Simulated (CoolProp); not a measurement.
Vapour-liquid equilibrium of ethylbenzene (1) + o-xylene (2) at 1.4 MPa; x and y are mole fractions of (1).

The numbers come from the multi-fluid Helmholtz-energy mixture model, Zhou 2012 and Zhou 2012; pair parameters Bell 2016 in CoolProp.

Task: Give the bubble temperature and the first vapour's composition at x = 0.05, 0.125, 0.725. Is there an azeotrope?

Result: x = 0.05: 553.3 K, y = 0.054; x = 0.125: 552.5 K, y = 0.136; x = 0.725: 546.4 K, y = 0.743. No azeotrope shows between x = 0.05 and 0.95.

The pair parameters rest on a limited set of measurements; away from them the model extrapolates.
